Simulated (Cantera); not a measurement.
Input (Python, Cantera) and output of one run.

```python
import numpy as np
import cantera as ct

gas_names = [...]  # 123 gases of nasa_gas.yaml made of C, H, O, Si
cond_names = """
    C(gr) C6H6(L) C7H8(L) C8H18(L),n-octa H2O(s) H2O(L) Si(cr) Si(L) SiC(b) SiO2(Lqz) SiO2(hqz) SiO2(L)
""".split()


# ... load() reads the species with a 1 bar reference pressure and builds the phases ...
atoms = {
    'TEOS': {'Si': 1, 'C': 8, 'H': 20, 'O': 4},
    'CO2': {'C': 1, 'O': 2},
}
top_T = {'C(gr)': 4500, 'SiC(b)': 3050}  # K; cautious upper limits of use, not melting points


# ... equilibrate(T, P, feed) seeds the gas with the atoms and calls Mixture.equilibrate('TP', solver="vcs", rtol=1e-11, max_steps=5000) ...
results = []
feed = {'TEOS': 1, 'CO2': 18}  # mol
P = 94000  # Pa
for T in [525, 675, 825, 975, 1125, 1275, 1425, 1575, 1725, 1875, 2025]:
    mix = equilibrate(T, P, feed)
    results.append((T, P, feed, dict(zip(mix.species_names, mix.species_moles))))
    x = sorted(zip(gas.X, gas.species_names), reverse=True)
    print(f"T = {T:g} K  P = {P:g} Pa  gas = {mix.phase_moles(0):.4g} mol")
    print("   x: " + "  ".join(f"{s} {v:.3e}" for v, s in x if v > 0.0001))
    print("   condensed (mol): " + ("  ".join(f"{mix.phase(i).name} {mix.phase_moles(i):.4g}"
          for i in range(1, mix.n_phases) if mix.phase_moles(i) > 1e-12) or "none"))
```

It prints:

```
T = 525 K  P = 94000 Pa  gas = 24.06 mol
   x: CO2 6.047e-01  H2O 3.701e-01  CH4 2.043e-02  H2 4.686e-03
   condensed (mol): C(gr) 10.96  SiO2(Lqz) 1
T = 675 K  P = 94000 Pa  gas = 24.63 mol
   x: CO2 6.135e-01  H2O 3.082e-01  H2 4.418e-02  CH4 2.678e-02  CO 7.335e-03
   condensed (mol): C(gr) 10.05  SiO2(Lqz) 1
T = 825 K  P = 94000 Pa  gas = 27.49 mol
   x: CO2 5.402e-01  H2O 1.889e-01  H2 1.410e-01  CO 1.129e-01  CH4 1.691e-02
   condensed (mol): C(gr) 7.579  SiO2(Lqz) 1
T = 975 K  P = 94000 Pa  gas = 35.76 mol
   x: CO 4.576e-01  CO2 2.661e-01  H2 2.001e-01  H2O 7.281e-02  CH4 3.360e-03
   condensed (mol): SiO2(hqz) 1
T = 1125 K  P = 94000 Pa  gas = 36 mol
   x: CO 4.857e-01  CO2 2.365e-01  H2 1.808e-01  H2O 9.687e-02
   condensed (mol): SiO2(hqz) 1
T = 1275 K  P = 94000 Pa  gas = 36 mol
   x: CO 5.048e-01  CO2 2.174e-01  H2 1.618e-01  H2O 1.159e-01
   condensed (mol): SiO2(hqz) 1
T = 1425 K  P = 94000 Pa  gas = 36 mol
   x: CO 5.195e-01  CO2 2.027e-01  H2 1.472e-01  H2O 1.306e-01
   condensed (mol): SiO2(hqz) 1
T = 1575 K  P = 94000 Pa  gas = 36 mol
   x: CO 5.309e-01  CO2 1.913e-01  H2O 1.420e-01  H2 1.358e-01
   condensed (mol): SiO2(hqz) 1
T = 1725 K  P = 94000 Pa  gas = 36 mol
   x: CO 5.398e-01  CO2 1.824e-01  H2O 1.509e-01  H2 1.268e-01
   condensed (mol): SiO2(L) 1
T = 1875 K  P = 94000 Pa  gas = 36 mol
   x: CO 5.468e-01  CO2 1.754e-01  H2O 1.579e-01  H2 1.197e-01  H 2.339e-04
   condensed (mol): SiO2(L) 0.9997
T = 2025 K  P = 94000 Pa  gas = 36.02 mol
   x: CO 5.522e-01  CO2 1.697e-01  H2O 1.635e-01  H2 1.138e-01  H 6.696e-04  OH 1.006e-04
   condensed (mol): SiO2(L) 0.9972
```

These are equilibrium values from Cantera (NASA tables, ideal gas, pure condensed phases), not measurements of a reactor. The feed counts by its element totals alone. The tables hold silica as quartz up to 1696 K and as liquid above; real silica turns to tridymite and cristobalite and melts near 1996 K. Gases not in the tables: Si(OH)4.
